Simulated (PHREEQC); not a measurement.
3.4 g of hydrous ferric oxide (600 m²/g; 0.2 weak and 0.005 strong sites per Fe, Dzombak-Morel constants, diffuse double layer) in 1 kg of water with 0.05 mol/kgw of an inert sodium salt and 0.33 mmol/kgw Ag2SO4, at 25 °C; the pH is set by adding NaOH or the inert anion's acid. O2 is buffered at 0.21 atm. CO2 from the air is kept out. No solid was allowed to form.

All values are PHREEQC results (ion-association model, wateq4f.dat), not measurements.

```
pH   S sorbed (%)  Ag sorbed (%)  surface charge σ (C/m²)
---  ------------  -------------  -----------------------
4            99.9            0.5                    0.273
4.5          99.9            2.6                    0.221
5            99.7            8.6                    0.166
5.5          98.9           17.7                    0.118
6            95.4           25.5                    0.079
6.5          81.2           31.7                    0.051
7            46.7           41.5                    0.031
7.5          13.7           58.8                    0.016
8      (withheld)           78.4                    0.003
8.5           0.3           91.3               (withheld)
9             0.0           96.9                   -0.026
9.5           0.0     (withheld)                   -0.046
10            0.0           99.7                   -0.073
```

**Question.** Some entries are withheld; supply them.

**Answer.** 
- 8, S sorbed (%): 2.3
- 8.5, surface charge σ (C/m²): -0.010
- 9.5, Ag sorbed (%): 99.0
